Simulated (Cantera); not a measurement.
A perfectly stirred reactor is fed with H2 : O2 : N2 = 0.37 : 1 : 0.0094 (molar parts), at 0.00530 bar; it is held at 1450 K, and followed from long to short residence time.

Cantera simulation using GRI-Mech 3.0 (53 species, 325 reactions); the numbers are that mechanism's predictions, not measurements. Radical loss at walls, strong at low pressure, is not modelled. The temperature is held fixed by assumption; the heat of reaction is taken as removed at once.

Question: Predict: x(H2) at τ = 3.40 s; x(O2) at τ = 3.40 s; x(H) at τ = 3.40 s; x(HO2) at τ = 3.40 s; x(O) at τ = 3.40 s; x(H2) at τ = 0.110 s; x(O2) at τ = 0.110 s; x(H) at τ = 0.110 s; x(HO2) at τ = 0.110 s; x(O) at τ = 0.110 s.

Answer: 
* **x(H2) at τ = 3.40 s**: 0.00183
* **x(O2) at τ = 3.40 s**: 0.672
* **x(H) at τ = 3.40 s**: 0.00205
* **x(HO2) at τ = 3.40 s**: 1.54e-6
* **x(O) at τ = 3.40 s**: 0.00844
* **x(H2) at τ = 0.110 s**: 0.0119
* **x(O2) at τ = 0.110 s**: 0.615
* **x(H) at τ = 0.110 s**: 0.0393
* **x(HO2) at τ = 0.110 s**: 2.46e-6
* **x(O) at τ = 0.110 s**: 0.0606
